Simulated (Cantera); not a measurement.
## Ammonia decomposition in nitride growth gas

An isothermal, constant-pressure homogeneous reactor starts with 89.3 % NH3, 10.7 % N2, at 2198 K and 0.0220 bar.

Cantera simulation using the gas-phase N/H chemistry of the illustrative SiF4/NH3 mechanism in the Surface Chemkin manual (1991); the numbers are that mechanism's predictions, not measurements. Walls and surfaces, which speed up NH3 decomposition in real reactors, are not modelled.

| t (s) | x NH3 | x H2 | x N2H2 | x N2H4 | x H |
|---|---|---|---|---|---|
| 0.000100 | 0.892 | 0.000146 | 6.15e-8 | 1.98e-10 | 2.30e-6 |
| 0.000316 | 0.891 | 0.000480 | 9.05e-7 | 1.99e-9 | 2.61e-6 |
| 0.00100 | 0.888 | 0.00208 | 9.90e-6 | 1.62e-8 | 6.25e-6 |
| 0.00316 | 0.873 | 0.0130 | 2.56e-5 | 3.69e-8 | 2.63e-5 |
| 0.0100 | 0.824 | 0.0522 | 2.36e-5 | 3.01e-8 | 7.99e-5 |
| 0.0316 | 0.691 | 0.158 | 1.76e-5 | 1.96e-8 | 0.000219 |
| 0.100 | 0.420 | 0.373 | 8.60e-6 | 8.81e-9 | 0.000558 |
| 0.316 | 0.122 | 0.609 | 1.85e-6 | 1.55e-9 | 0.00130 |
| 1.00 | 0.00421 | 0.700 | 5.06e-8 | 1.77e-11 | 0.00465 |
x: mole fraction; the columns are a selection and need not sum to one.

Equilibrium at this temperature and pressure: NH3 9.88e-8, H2 0.681, N2H2 <1e-12, N2H4 <1e-12, H 0.0312 (gas phase only).
